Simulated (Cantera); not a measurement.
A perfectly stirred reactor is fed with CO : O₂ : H₂O : N₂ = 0.0022 : 0.0038 : 0.0077 : 1 (molar parts), at 5.00 bar; it is held at 1100 K, and followed from long to short residence time.

Detailed kinetics in Cantera: GRI-Mech 3.0 (53 species, 325 reactions).

Problem. What does this change do: 0.0038 parts CH4 added?

Solution. 
| quantity | before | after |
|---|---|---|
| x(CO) at τ = 1.80 s | 0.000457 | 0.00216 |
| x(O₂) at τ = 1.80 s | 0.00290 | 0.00371 |
| x(H₂O) at τ = 1.80 s | 0.00760 | 0.00759 |
| x(CO₂) at τ = 1.80 s | 0.00172 | 1.01e-5 |
| x(NO₂) at τ = 1.80 s | 2.25e-9 | <1e-12 |
| x(CO) at τ = 16.0 ms | 0.00208 | 0.00216 |
| x(O₂) at τ = 16.0 ms | 0.00370 | 0.00373 |
| x(H₂O) at τ = 16.0 ms | 0.00759 | 0.00757 |
| x(CO₂) at τ = 16.0 ms | 9.44e-5 | 2.09e-8 |
| x(NO₂) at τ = 16.0 ms | 4.59e-12 | <1e-12 |
